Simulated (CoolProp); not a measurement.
Vapour-liquid equilibrium of R125 (1) + R115 (2) at 180.7 K; x and y are mole fractions of (1).

Model: multi-fluid Helmholtz-energy mixture model, Lemmon 2005 and Lemmon 2016; pair parameters Bell 2016, in CoolProp.

```tsv
x	bubble pressure, mixture model (kPa)	bubble pressure, Raoult's law (kPa)	y, mixture model	y, Raoult's law
0.05	4.597	4.118	0.166	0.072
0.2	5.710	4.410	0.413	0.271
0.35	6.271	4.702	0.527	0.444
0.5	6.550	4.994	0.602	0.597
0.65	6.666	5.285	0.670	0.734
0.8	6.615	5.577	0.757	0.856
0.95	6.236	5.869	0.912	0.966
```

The largest gap from Raoult's law is +33.4 % in bubble pressure, at x = 0.35. y crosses x between x = 0.65 and 0.8: the model has an azeotrope there.

The pair parameters rest on a limited set of measurements; away from them the model extrapolates.
